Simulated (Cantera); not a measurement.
Feed: 1 mol Si₃N₄, 0.078 mol N₂O, 6.4 mol H₂, at 1575 K and 1.00 Pa.

Equilibrium computed with Cantera from the NASA thermochemical tables; the gas is ideal and each condensed phase is pure. Candidate condensed phases: H₂O, Si, SiO₂, Si₂N₂O, Si₃N₄; 35 gas species. Kinetics and transport are ignored.

Q: What is the equilibrium state?

A: 
- x(H₂): 0.734
- x(N₂): 0.240
- x(H): 0.0113
- x(SiO): 0.00901
- x(Si): 0.00574
- x(SiH): 3.72e-5
- x(Si₂N): 1.38e-5
- x(Si₂): 1.22e-5
- x(SiN): 8.43e-6
- n(Si(s)): 2.87 mol
- gas amount: 8.655 mol
